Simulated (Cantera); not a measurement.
Charge: 1 mol Pb, 0.22 mol H₂S, 12 mol N₂, held at 10.0 mbar.

Equilibrium computed with Cantera from the NASA thermochemical tables; the gas is ideal and each condensed phase is pure. Candidate condensed phases: Pb, PbS, S; 18 gas species. Mutual solubility and eutectic melting of coexisting phases are not modelled. Equilibrium is a limit: real reactors are often held back by kinetics, nucleation or transport.

x: gas mole fraction; n: condensed amount in mol.

```json
[
 {"T (K)": "998", "x N₂": "0.972", "x Pb": "0.00155", "x H₂": "0.0175", "x PbS": "0.00832", "x H₂S": "0.000299", "n Pb(l)": "0.765", "n PbS(s)": "0.114"},
 {"T (K)": "1023", "x N₂": "0.964", "x Pb": "0.00267", "x H₂": "0.0173", "x PbS": "0.0158", "x H₂S": "0.000366", "n Pb(l)": "0.751", "n PbS(s)": "0.0180"},
 {"T (K)": "1048", "x N₂": "0.961", "x Pb": "0.00447", "x H₂": "0.0173", "x PbS": "0.0173", "x H₂S": "0.000267", "n Pb(l)": "0.728", "n PbS(s)": "0"},
 {"T (K)": "1073", "x N₂": "0.958", "x Pb": "0.00731", "x H₂": "0.0174", "x PbS": "0.0174", "x H₂S": "0.000182", "n Pb(l)": "0.691", "n PbS(s)": "0"},
 {"T (K)": "1098", "x N₂": "0.953", "x Pb": "0.0117", "x H₂": "0.0174", "x PbS": "0.0174", "x H₂S": "0.000125", "n Pb(l)": "?", "n PbS(s)": "0"},
 {"T (K)": "1123", "x N₂": "0.947", "x Pb": "0.0183", "x H₂": "0.0173", "x PbS": "0.0173", "x H₂S": "8.72e-5", "n Pb(l)": "?", "n PbS(s)": "0"},
 {"T (K)": "1148", "x N₂": "0.938", "x Pb": "0.0280", "x H₂": "0.0171", "x PbS": "0.0171", "x H₂S": "6.12e-5", "n Pb(l)": "?", "n PbS(s)": "0"},
 {"T (K)": "1173", "x N₂": "0.924", "x Pb": "0.0422", "x H₂": "0.0169", "x PbS": "0.0169", "x H₂S": "4.32e-5", "n Pb(l)": "?", "n PbS(s)": "0"},
 {"T (K)": "1198", "x N₂": "0.908", "x Pb": "0.0590", "x H₂": "0.0166", "x PbS": "0.0166", "x H₂S": "3.24e-5", "n Pb(l)": "0", "n PbS(s)": "0"},
 {"T (K)": "1223", "x N₂": "0.908", "x Pb": "0.0590", "x H₂": "0.0166", "x PbS": "0.0166", "x H₂S": "3.51e-5", "n Pb(l)": "0", "n PbS(s)": "0"},
 {"T (K)": "1248", "x N₂": "0.908", "x Pb": "0.0590", "x H₂": "0.0166", "x PbS": "0.0166", "x H₂S": "3.78e-5", "n Pb(l)": "0", "n PbS(s)": "0"}
]
```

Task: What belongs in the gaps?

Result: 
- 1098, n Pb(l): 0.635
- 1123, n Pb(l): 0.550
- 1148, n Pb(l): 0.422
- 1173, n Pb(l): 0.233
